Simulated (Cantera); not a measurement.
**Si + HCl + H2 (chlorosilane synthesis and conversion)**

Input: 1 mol Si, 0.75 mol HCl, 7.9 mol H2, at 425 °C and 12000 Torr.

Method: chemical equilibrium by Gibbs-energy minimisation in Cantera with the NASA 1993 tables (ideal gas, pure condensed phases). Candidate condensed phases: Si; 19 gas species. The numbers say what is thermodynamically allowed, not how fast it happens.

| Item | Result |
|---|---|
| x(H2) | 0.972 |
| x(SiHCl3) | 0.0181 |
| x(SiCl4) | 0.00718 |
| x(SiH2Cl2) | 0.00299 |
| x(SiH3Cl) | 0.000105 |
| x(HCl) | 7.64e-5 |
| x(SiH4) | 1.80e-6 |
| n(Si(s)) | 0.761 mol |
| gas amount | 8.411 mol |
